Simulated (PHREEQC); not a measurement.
A solution holds 0.046 mol KH2PO4, 0.052 mol Na2HPO4 and 0.024 mol NaCl per kg of water, at 25 °C. Closed to the air; pH follows from the charge balance.

All values are PHREEQC results (ion-association model, phreeqc.dat), not measurements.

| quantity | before | after |
|---|---|---|
| pH | 6.81 | 9.11 |
| ionic strength (mol/kgw) | 0.217 | 0.300 |
| HPO4-2 (mol/kgw) | 0.0475 | 0.0880 |
| H2PO4- (mol/kgw) | 0.0460 | 0.000398 |
| NaHPO4- (mol/kgw) | 0.00335 | 0.00549 |
| KHPO4- (mol/kgw) | 0.00114 | 0.00369 |
| SI of Sylvite (KCl) | -4.17 | -3.90 |
| SI of Halite (NaCl) | -4.37 | -4.40 |

Q: Which change was made?
A) KH2PO4 replaced by K2HPO4 at the same molality
B) temperature from 25 to 40 °C
C) 0.063 mol/kgw HBr added
D) Na2HPO4 from 0.052 to 0.104 mol/kgw
E) Na2HPO4 left out

A: A, KH2PO4 replaced by K2HPO4 at the same molality

This is a speciation only: nothing precipitates in the calculation.
